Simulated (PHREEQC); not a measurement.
Dissolve 2.7 mmol/kgw CdSO4, 3.63 mmol/kgw H3BO3 and 22 mmol/kgw HCl at 25 °C. Closed to the air; pH follows from the charge balance.

All values are PHREEQC results (ion-association model, phreeqc.dat), not measurements.

```json
{
 "pH": "1.74",
 "ionic_strength": "0.0268 mol/kgw",
 "total_alkalinity": "-22.0 meq/kg"
}
```

```json
[
 {"species": "H+", "molality": "0.0206", "activity": "0.0181", "log γ": "-0.056"},
 {"species": "Cl-", "molality": "0.0206", "activity": "0.0175", "log γ": "-0.069"},
 {"species": "H3BO3", "molality": "0.00363", "activity": "0.00365", "log γ": "0.003"},
 {"species": "HSO4-", "molality": "0.00136", "activity": "0.00116", "log γ": "-0.068"},
 {"species": "CdCl+", "molality": "0.00128", "activity": "0.00109", "log γ": "-0.068"},
 {"species": "Cd+2", "molality": "0.00122", "activity": "0.000653", "log γ": "-0.271"},
 {"species": "SO4-2", "molality": "0.00121", "activity": "0.000660", "log γ": "-0.264"},
 {"species": "CdSO4", "molality": "0.000124", "activity": "0.000124", "log γ": "0.003"},
 {"species": "CdCl2", "molality": "7.94e-5", "activity": "7.98e-5", "log γ": "0.003"},
 {"species": "Cd(SO4)2-2", "molality": "1.68e-6", "activity": "9.00e-7", "log γ": "-0.271"},
 {"species": "CdCl3-", "molality": "1.03e-6", "activity": "8.83e-7", "log γ": "-0.068"}
]
```

Precipitation was switched off in this run.
